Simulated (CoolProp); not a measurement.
Saturated liquid density (kg/m³) of sulfur hexafluoride: the reference equation beside estimates from Tc = 318.7 K, pc = 3.755 MPa, ω = 0.210.

Computed with CoolProp (reference Helmholtz-energy equation of state, Guder 2009).

| T (K) | reference | van der Waals | Soave-Redlich-Kwong | Peng-Robinson |
|---|---|---|---|---|
| 230.3 | 1811 | 1158 | 1727 | 1957 |
| 236.1 | 1781 | 1138 | 1693 | 1919 |
| 242 | 1750 | 1116 | 1656 | 1878 |
| 247.9 | 1717 | 1094 | 1617 | 1834 |
| 253.8 | 1683 | 1071 | 1576 | 1788 |
| 259.7 | 1647 | 1047 | 1532 | 1739 |
| 265.6 | 1610 | 1022 | 1486 | 1686 |
| 271.4 | 1570 | 995.0 | 1437 | 1630 |
| 277.3 | 1528 | 966.2 | 1383 | 1569 |
| 283.2 | 1481 | 935.2 | 1325 | 1502 |
| 289.1 | 1431 | 901.4 | 1262 | 1428 |
| 295 | 1374 | 864.0 | 1192 | 1346 |
| 300.9 | 1308 | 821.7 | 1112 | 1252 |
| 306.7 | 1230 | 772.6 | 1019 | 1143 |
| 312.6 | 1122 | 708.4 | 900.0 | 1001 |

Absolute difference from the reference over all 15 rows, mean and median: van der Waals 36.6 and 36.6 %, Soave-Redlich-Kwong 9.8 and 8.5 %, Peng-Robinson 5.3 and 5.6 %.
